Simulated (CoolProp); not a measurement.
C2F6 (R116) along the isobar 9.9 MPa: fugacity coefficient from the reference equation and from simpler models built on Tc = 293.0 K, pc = 3.048 MPa, ω = 0.257; each cubic takes its own stable root.

Computed with CoolProp (reference Helmholtz-energy equation of state, Lemmon 2006). It is a short technical equation, of lower accuracy than the large ones.

```
T (K)          phase  reference
-----  -------------  ---------
233.7         liquid    0.07663
249.6         liquid     0.1206
265.6         liquid     0.1764
281.5         liquid     0.2414
297.5  supercritical     0.3140
313.4  supercritical     0.3896
329.3  supercritical     0.4651
345.3  supercritical     0.5373
361.2  supercritical     0.6027
377.2  supercritical     0.6610
393.1  supercritical     0.7117
409.1  supercritical     0.7561
425    supercritical     0.7944
```

Task: How far does each simpler model (van der Waals, Redlich-Kwong, Soave-Redlich-Kwong, Peng-Robinson) lie from the reference over these 13 states: mean and median of the absolute difference, and the worst?

Result: 
- van der Waals: mean 29.6 %, median 12.3 %, worst +133.1 % at 233.7 K and 9.9 MPa
- Redlich-Kwong: mean 9.9 %, median 7.6 %, worst +33.1 % at 233.7 K and 9.9 MPa
- Soave-Redlich-Kwong: mean 3.8 %, median 3.8 %, worst +4.5 % at 297.5 K and 9.9 MPa
- Peng-Robinson: mean 3.3 %, median 3.3 %, worst -3.8 % at 233.7 K and 9.9 MPa
